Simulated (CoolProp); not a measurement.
Vapour-liquid equilibrium of n-pentane (1) + benzene (2) at 0.0854 MPa; x and y are mole fractions of (1).

Model: multi-fluid Helmholtz-energy mixture model, Thol 2019 and Thol 2012; pair parameters Bell 2016, in CoolProp.

```
x     bubble temperature (K)  y at the bubble point  dew temperature at overall composition x (K)  liquid density (mol/L)
----  ----------------------  ---------------------  --------------------------------------------  ----------------------
0.05                   340.5                  0.243                                         346.4                   10.44
0.2                    327.2                      …                                         341.9                   10.18
0.35                   319.9                      …                                         336.9                   9.857
0.5                        …                  0.813                                         331.0                   9.528
0.65                   311.4                  0.875                                             …                   9.207
0.8                        …                  0.929                                         315.8                       …
0.95                       …                      …                                         307.0                   8.615
```

Problem. Complete the blanks.

Solution. 
- 0.2, y at the bubble point: 0.587
- 0.35, y at the bubble point: 0.729
- 0.5, bubble temperature (K): 315.1
- 0.65, dew temperature at overall composition x (K): 324.1
- 0.8, bubble temperature (K): 308.2
- 0.8, liquid density (mol/L): 8.902
- 0.95, bubble temperature (K): 305.2
- 0.95, y at the bubble point: 0.982

No azeotrope shows between x = 0.05 and 0.95.

Pair parameters are fitted to limited data, so mixtures are less certain than the pure fluids.
